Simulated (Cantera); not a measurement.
Charge: 1 mol Cu2O, 8.1 mol H2, equilibrated at 1877 °C and 2.00 mbar.

Equilibrium computed with Cantera from the NASA thermochemical tables; the gas is ideal and each condensed phase is pure. Candidate condensed phases: Cu, CuO, Cu(OH)2, Cu2O, H2O; 12 gas species. Equilibrium is a limit: real reactors are often held back by kinetics, nucleation or transport.

Base state: H2 0.639, Cu 0.190, H2O 0.0936, H 0.0754, OH 0.00143, O 0.000119, Cu2 3.05e-5 (mole fractions); condensed: gas only.

**Question.** What changes in the equilibrium state with this change: pressure from 2.00 mbar to 0.133 bar?

**Answer.** 
```json
[
 {"species": "H2", "before": "0.639", "after": "0.763"},
 {"species": "Cu", "before": "0.190", "after": "0.118"},
 {"species": "H2O", "before": "0.0936", "after": "0.108"},
 {"species": "H", "before": "0.0754", "after": "0.0101"},
 {"species": "O", "before": "0.000119", "after": "1.72e-6"},
 {"species": "Cu2", "before": "3.05e-5", "after": "0.000779"},
 {"species": "OH", "before": "0.00143", "after": "0.000184"},
 {"species": "Cu(l), mol", "before": "0", "after": "0.897"}
]
```
